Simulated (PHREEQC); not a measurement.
Dissolve 1.5 mmol/kgw HF and 120 mmol/kgw NaF at 26 °C. Closed to the air; pH follows from the charge balance.

All values are PHREEQC results (ion-association model, wateq4f.dat), not measurements.

```json
[
 {"quantity": "pH", "before": "5.10", "after": "4.18"},
 {"quantity": "ionic strength (mol/kgw)", "before": "0.116", "after": "0.116"},
 {"quantity": "F- (mol/kgw)", "before": "0.115", "after": "0.103"},
 {"quantity": "HF (mol/kgw)", "before": "0.00102", "after": "0.00760"},
 {"quantity": "HF2- (mol/kgw)", "before": "0.000466", "after": "0.00312"}
]
```

### Question
Name the change that produced these shifts.
A. NaF from 0.12 to 0.024 mol/kgw
B. NaF from 0.12 to 0.18 mol/kgw
C. 0.0096 mol/kgw HCl added
D. HF left out
E. HF from 0.0015 to 0.00165 mol/kgw

### Answer
C, 0.0096 mol/kgw HCl added

No solid was allowed to form.
